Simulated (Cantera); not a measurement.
Premixed flame

A freely propagating, adiabatic, planar premixed flame of 48.7 % H2, 12.8 % O2, 38.5 % N2, equivalence ratio 1.9, unburnt at 700 K and 1880 Torr; mixture-averaged transport, grid criteria slope 0.08 and curve 0.16, no radiation.

Detailed kinetics in Cantera: the H2/O2 subset of GRI-Mech 3.0, which has no nitrogen chemistry. The hydrogen kinetics of GRI-Mech 3.0 are dated; newer H2 mechanisms differ, most at raised pressure. Burning velocities carry a grid error of a few per cent, more on coarse grids.

```tsv
z (mm)	T (K)	u (m/s)	x H2	x O2	x H2O	x OH	x HO2	x H
-0.429	700	14.6	0.487	0.128	<1e-8	<1e-8	<1e-8	<1e-8
-0.286	700	14.6	0.487	0.128	<1e-8	<1e-8	<1e-8	<1e-8
-0.215	700	14.6	0.487	0.128	<1e-8	<1e-8	1.72e-8	<1e-8
-0.143	700	14.6	0.487	0.128	2.96e-7	<1e-8	2.06e-6	3.26e-7
-0.0715	725	15.0	0.483	0.128	0.00112	8.84e-5	0.000385	0.000468
-0.0358	946	19.1	0.449	0.122	0.0216	0.000915	0.000325	0.0104
0	1384	27.1	0.338	0.0789	0.113	0.00381	0.000150	0.0552
0.0358	1691	32.8	0.240	0.0231	0.219	0.00747	4.35e-5	0.0929
0.0715	1831	35.2	0.215	0.00604	0.254	0.00886	1.11e-5	0.0968
0.143	1968	37.5	0.217	0.00168	0.265	0.00965	3.13e-6	0.0844
0.286	2107	39.7	0.227	0.00103	0.270	0.00952	1.92e-6	0.0668
0.572	2244	41.9	0.237	0.000608	0.275	0.00847	1.16e-6	0.0490
1.14	2357	43.6	0.245	0.000316	0.281	0.00679	6.30e-7	0.0341
```
x: mole fraction of selected species; z is measured from the peak of heat release.

| Property | Value |
|---|---|
| laminar burning velocity | 1460 cm/s |
| thermal thickness | 0.143 mm |
| peak x(OH) | 0.00971 |
| peak x(HO2) | 0.000464 |
| peak x(H) | 0.0976 |
| grid points | 130 |
